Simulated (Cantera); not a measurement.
# Catalytic combustion on Pt

An isothermal plug-flow reactor at 1000 K and 0.410 bar (inlet), inlet velocity 3.8 m/s, active area per volume 1500 1/m; feed CO : O2 : N2 : H2O = 0.0072 : 0.068 : 0.79 : 0.039 (molar parts), equivalence ratio 0.053.

Detailed kinetics in Cantera: Deutschmann's 1995 Pt surface mechanism with GRI-Mech 3.0 gas chemistry. Catalytic surfaces can have several steady states; this one follows from the mechanism file's or the stated starting coverage. Mass transfer to the wall is taken as infinitely fast.

```csv
z (m),x CO,x O2,x H2O,x CO2,θ free Pt,θ O*,θ OH*
3.5e-05,0.00265,0.0727,0.0432,0.00533,0.330,0.667,0.00281
7.6e-05,0.00159,0.0722,0.0433,0.00640,0.293,0.704,0.00272
0.00016,0.000661,0.0718,0.0433,0.00733,0.273,0.724,0.00267
0.00035,0.000109,0.0716,0.0433,0.00789,0.264,0.733,0.00264
0.00076,2.50e-6,0.0715,0.0433,0.00799,0.263,0.735,0.00264
0.0016,1.13e-9,0.0715,0.0433,0.00799,0.262,0.735,0.00264
0.0035,<1e-12,0.0715,0.0433,0.00799,0.262,0.735,0.00264
```
x: gas mole fraction; θ: surface coverage.
